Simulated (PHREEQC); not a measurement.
Dissolve 7.5e-05 mol/kgw PbCl2, 0.00031 mol/kgw KNO3 and 0.00017 mol/kgw Zn(NO3)2 at 20 °C. Closed to the air; pH follows from the charge balance.

Model: ion-association model, phreeqc.dat, run in PHREEQC.

Each row changes one thing in this solution. No solid was allowed to form.

```json
[
 {"case": "as made", "pH": "5.93", "ZnOH+ (mol/kgw)": "9.77e-8", "Zn(OH)2 (mol/kgw)": "1.36e-9"},
 {"case": "KNO3 from 0.00031 to 0.00155 mol/kgw", "pH": "…", "ZnOH+ (mol/kgw)": "9.67e-8", "Zn(OH)2 (mol/kgw)": "1.38e-9"},
 {"case": "temperature from 20 to 70 °C", "pH": "5.68", "ZnOH+ (mol/kgw)": "1.51e-6", "Zn(OH)2 (mol/kgw)": "4.07e-10"},
 {"case": "PbCl2 left out", "pH": "6.45", "ZnOH+ (mol/kgw)": "3.21e-7", "Zn(OH)2 (mol/kgw)": "1.46e-8"},
 {"case": "KNO3 from 0.00031 to 6.2e-05 mol/kgw", "pH": "5.93", "ZnOH+ (mol/kgw)": "9.80e-8", "Zn(OH)2 (mol/kgw)": "1.36e-9"},
 {"case": "diluted 5-fold with water", "pH": "…", "ZnOH+ (mol/kgw)": "4.42e-8", "Zn(OH)2 (mol/kgw)": "1.35e-9"},
 {"case": "PbCl2 from 7.5e-05 to 0.00075 mol/kgw", "pH": "5.47", "ZnOH+ (mol/kgw)": "3.15e-8", "Zn(OH)2 (mol/kgw)": "1.49e-10"},
 {"case": "KNO3 from 0.00031 to 0.000341 mol/kgw", "pH": "5.93", "ZnOH+ (mol/kgw)": "9.77e-8", "Zn(OH)2 (mol/kgw)": "1.37e-9"},
 {"case": "KNO3 from 0.00031 to 0.00062 mol/kgw", "pH": "5.94", "ZnOH+ (mol/kgw)": "…", "Zn(OH)2 (mol/kgw)": "1.37e-9"}
]
```

Problem. Some entries are withheld; supply them.

Solution. 
- KNO3 from 0.00031 to 0.00155 mol/kgw, pH: 5.95
- diluted 5-fold with water, pH: 6.26
- KNO3 from 0.00031 to 0.00062 mol/kgw, ZnOH+ (mol/kgw): 9.74e-8

Complexes and solids missing from the database can't appear. Some of these states are supersaturated (in Pb(OH)2, for instance). Constants without temperature data keep their 25 °C values here.
